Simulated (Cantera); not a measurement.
Mixture: CH4 : CO : O2 : N2 : CO2 = 1 : 0.2 : 3.09 : 11.6 : 3.2 (molar parts), equivalence ratio 0.68, at 10.9 atm, adiabatic and at constant volume. Ignition delay is the time to a rise of 400 K.

Cantera simulation using GRI-Mech 3.0 (53 species, 325 reactions); the numbers are that mechanism's predictions, not measurements.

**Question.** Predict: delay at 1275 K; delay at 1350 K; delay at 1425 K; delay at 1500 K; delay at 1575 K; delay at 1650 K; delay at 1725 K; apparent activation energy between 1575 and 1725 K.

**Answer.** 
```json
{
  "delay at 1275 K": "2.03 ms",
  "delay at 1350 K": "0.869 ms",
  "delay at 1425 K": "0.397 ms",
  "delay at 1500 K": "0.191 ms",
  "delay at 1575 K": "96.5 µs",
  "delay at 1650 K": "51.2 µs",
  "delay at 1725 K": "28.5 µs",
  "apparent activation energy between 1575 and 1725 K": "180 kJ/mol"
}
```
